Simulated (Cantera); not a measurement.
Feed: 1 mol NaI, 180 mol H2, equilibrated at 0.210 bar.

Equilibrium computed with Cantera from the NASA thermochemical tables; the gas is ideal and each condensed phase is pure. Candidate condensed phases: I2, Na, NaI; 9 gas species. Gases not in the tables: NaBr and NaI dimers. Rates play no part.

Question: Which condensed phases are stable at each of these points (T (°C)): 427, 577, 727, 877, 1027, 1177, 1327, 1477, 1627, 1777?

Answer: 
| T (°C) | condensed phases | Na condensed (%) |
|---|---|---|
| 427 | NaI(s) | 100.0 |
| 577 | NaI(s) | 98.3 |
| 727 | NaI(l) | 26.8 |
| 877 | gas only | 0.0 |
| 1027 | gas only | 0.0 |
| 1177 | gas only | 0.0 |
| 1327 | gas only | 0.0 |
| 1477 | gas only | 0.0 |
| 1627 | gas only | 0.0 |
| 1777 | gas only | 0.0 |

From 427 °C to 577 °C the condensed part is NaI(s). At 727 °C the condensed part is NaI(l). From 877 °C to 1777 °C nothing is condensed.
